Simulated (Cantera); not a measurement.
Standard-state values (1 bar) from the NASA 1993 polynomials, evaluated with Cantera. Values are per mole of reaction as written; species without (g) are pure solids or liquids, kept so even where they would boil at 1 bar.

O3(g) + 6 TiO(g) ⇌ 3 Ti2O3, with ΔH° = -5030.5 kJ and ΔS° = -1406.9 J/K at 300 K.

Q: How far is the shortcut ΔG° ≈ ΔH°(300 K) − T·ΔS°(300 K) from the full temperature-dependent value at 700, 900, 1100, 1300, 1500, 1700, 1900, 2100, 2300 K?

A: 
```tsv
T (K)	shortcut (kJ)	full (kJ)	difference (kJ)	difference in log10 K	condensed phases
700	-4045.7	-4067.2	21.4	-1.60	Ti2O3(s)
900	-3764.3	-3810.8	46.5	-2.70	Ti2O3(s)
1100	-3483.0	-3561.4	78.4	-3.72	Ti2O3(s)
1300	-3201.6	-3317.8	116.2	-4.67	Ti2O3(s)
1500	-2920.2	-3079.2	159.0	-5.54	Ti2O3(s)
1700	-2638.9	-2845.0	206.2	-6.33	Ti2O3(s)
1900	-2357.5	-2614.7	257.2	-7.07	Ti2O3(s)
2100	-2076.1	-2387.7	311.6	-7.75	Ti2O3(s)
2300	-1794.7	-2191.2	396.5	-9.00	Ti2O3(l)
```
The shortcut ignores heat capacities and the phase changes listed.
